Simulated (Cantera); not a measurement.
An adiabatic, constant-volume homogeneous reactor starts with CH₄ : O₂ : N₂ = 1 : 1 : 3.76 (molar parts), equivalence ratio 2.0, at 1750 K and 2.30 bar.

Detailed kinetics in Cantera: GRI-Mech 3.0 (53 species, 325 reactions).

**Question.** Predict: time of steepest temperature rise; temperature at 0.800 s; equilibrium temperature; x(O₂) at 0.800 s; x(HO₂) at 0.800 s; x(OH) at 0.800 s.

**Answer.** 
| Quantity | Value |
|---|---|
| time of steepest temperature rise | 82.8 µs |
| temperature at 0.800 s | 2932 K |
| equilibrium temperature | 2932 K |
| x(O₂) at 0.800 s | 0.000179 (gas-phase equilibrium 0.000179) |
| x(HO₂) at 0.800 s | 3.03e-7 (gas-phase equilibrium 3.03e-7) |
| x(OH) at 0.800 s | 0.00593 (gas-phase equilibrium 0.00593) |
